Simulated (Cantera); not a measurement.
Input (Python, Cantera):

```python
import numpy as np
import cantera as ct

gas = ct.Solution("h2o2.yaml")
gas.TPX = 1350, 2666, {'H2': 0.15, 'O2': 1}
inlet = ct.Reservoir(gas, clone=True)

reactor = ct.IdealGasConstPressureReactor(gas, energy="off", clone=False)
exhaust = ct.Reservoir(gas, clone=True)
tau = [2.9, 0.74, 0.19, 0.049, 0.013, 0.0032, 0.00083][0]
for a, b in ((inlet, reactor), (reactor, exhaust)):
    ct.MassFlowController(a, b, mdot=lambda t: reactor.mass / tau)
net = ct.ReactorNet([reactor])
show = ['H2', 'O2', 'OH', 'H2O', 'H2O2', 'O']

rows = []
print(f"{'tau/s':>10s}{'T/K':>9s}" + "".join(f"{s:>11s}" for s in show))
for tau in [2.9, 0.74, 0.19, 0.049, 0.013, 0.0032, 0.00083]:
    net.initial_time = 0.0
    net.advance(30 * tau)
    before = gas.X
    net.advance(40 * tau)
    drift = np.max(np.abs(gas.X - before) / (gas.X + 1e-9))
    rows.append([gas.T, *gas[show].X, drift])
    print(f"{tau:10.3e}{gas.T:9.1f}" + "".join(f"{x:11.3e}" for x in gas[show].X))
```

Output:

```
     tau/s      T/K         H2         O2         OH        H2O       H2O2          O
 2.900e+00   1350.0  1.114e-04  8.588e-01  1.534e-03  1.385e-01  8.580e-08  9.824e-04
 7.400e-01   1350.0  2.688e-04  8.570e-01  2.414e-03  1.377e-01  1.345e-07  2.438e-03
 1.900e-01   1350.0  6.335e-04  8.530e-01  3.759e-03  1.360e-01  1.984e-07  5.911e-03
 4.900e-02   1350.0  1.437e-03  8.441e-01  5.716e-03  1.323e-01  2.699e-07  1.369e-02
 1.300e-02   1350.0  2.985e-03  8.274e-01  8.172e-03  1.249e-01  3.266e-07  2.817e-02
 3.200e-03   1350.0  5.784e-03  8.043e-01  1.073e-02  1.127e-01  3.577e-07  4.726e-02
 8.300e-04   1350.0  1.125e-02  7.928e-01  1.290e-02  9.973e-02  4.008e-07  5.512e-02
```

Detailed kinetics in Cantera: the H2/O2 subset of GRI-Mech 3.0, which has no nitrogen chemistry. Radical loss at walls, strong at low pressure, is not modelled. The temperature is held fixed by assumption; the heat of reaction is taken as removed at once.
